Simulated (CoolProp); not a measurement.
The fluid at 258 K and 3.81 MPa is throttled through a valve to 1.17 MPa with no heat exchange. The same conditions are run with several fluids, on thermodynamics alone (safety and materials aside).

Computed with CoolProp (reference Helmholtz-energy equation of state of each fluid (o-xylene: Zhou 2012; ethane: Bücker 2006; isobutene: Lemmon 2005; R245ca: Zhou 2016; R507A: Lemmon 2003)). Blends and air are pseudo-pure fits.

| fluid | temperature change (K) | final phase | final density (kg/m³) |
|---|---|---|---|
| o-xylene | +1.3 | liquid | 909 |
| ethane | -11.7 | two-phase, vapour fraction 0.090 | 160 |
| isobutene | +1.1 | liquid | 636 |
| R245ca | +0.8 | liquid | 1480 |
| R507A | +0.4 | liquid | 1210 |
